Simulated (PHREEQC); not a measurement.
Dissolve 0.11 mol/kgw CdSO4, 1.2 mol/kgw NaCl and 0.17 mol/kgw HCl at 25 °C. Closed to the air; pH follows from the charge balance.

Computed with PHREEQC (ion-association model, phreeqc.dat).

Each row changes one thing in this solution. This is a speciation only: nothing precipitates in the calculation.

| case | pH | ionic strength (mol/kgw) | Cl- (mol/kgw) |
|---|---|---|---|
| as made | 1.04 | 1.35 | 1.15 |
| CdSO4 left out | 0.90 | 1.37 | 1.37 |
| temperature from 25 to 15 °C | 1.03 | [?] | 1.15 |
| NaCl from 1.2 to 0.6 mol/kgw | [?] | 0.781 | [?] |
| CdSO4 replaced by NaHSO4 at the same molality | 0.79 | 1.53 | 1.37 |
| 0.34 mol/kgw HBr added | 0.50 | 1.67 | 1.17 |
| NaCl left out | 1.09 | 0.263 | 0.0888 |

Q: Complete the blanks.

A: 
- temperature from 25 to 15 °C, ionic strength (mol/kgw): 1.36
- NaCl from 1.2 to 0.6 mol/kgw, pH: 1.08
- NaCl from 1.2 to 0.6 mol/kgw, Cl- (mol/kgw): 0.589

The ionic strength passes 0.7 mol/kgw, the rough limit of the ion-association models, in as made; CdSO4 left out; temperature from 25 to 15 °C; NaCl from 1.2 to 0.6 mol/kgw; CdSO4 replaced by NaHSO4 at the same molality; 0.34 mol/kgw HBr added.
